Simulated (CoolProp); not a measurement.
Methanol along the isobar 235 bar: fugacity coefficient from the reference equation and from simpler models built on Tc = 240.2 °C, pc = 82.16 bar, ω = 0.565; each cubic takes its own stable root.

Model: reference Helmholtz-energy equation of state, de Reuck 1993, in CoolProp.

```
T (°C)          phase  reference  van der Waals  Redlich-Kwong
------  -------------  ---------  -------------  -------------
106.55         liquid    0.02349         0.1419        0.06688
129.05         liquid    0.04248         0.1754        0.09773
151.55         liquid    0.07075         0.2114         0.1350
174.05         liquid     0.1098         0.2496         0.1781
196.55         liquid     0.1602         0.2892         0.2259
219.05         liquid     0.2214         0.3299         0.2773
241.55  supercritical     0.2916         0.3710         0.3307
264.05  supercritical     0.3674         0.4121         0.3848
```
